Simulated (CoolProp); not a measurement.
The fluid at 298.15 K and 0.462 MPa flows at 0.52 m/s in a round tube of 100 mm bore and 15 µm roughness, fully developed (64/Re and Nu = 3.66 if laminar; Colebrook and Gnielinski if turbulent). The same conditions are run with several fluids, on thermodynamics alone (safety and materials aside).

Model: reference Helmholtz-energy equation of state of each fluid (ammonia: Gao 2020; propane: Lemmon 2009; R22: Kamei 1995; methane: Setzmann 1991; carbon dioxide: Span 1996), in CoolProp.

```csv
fluid,Reynolds number,Darcy friction factor,pressure drop (Pa/m),heat-transfer coefficient (W/(m² K)),mass flow (kg/h)
ammonia,17400,0.0271,0.122,13.9,49.1
propane,56900,0.0209,0.252,23.4,131
R22,65300,0.0203,0.476,17.3,255
methane,13900,0.0286,0.117,13.6,44.3
carbon dioxide,29200,0.0240,0.273,12.4,123
```

Transport values come from each fluid's own correlations; those of R22 are estimates that may be off by 10 % or more.
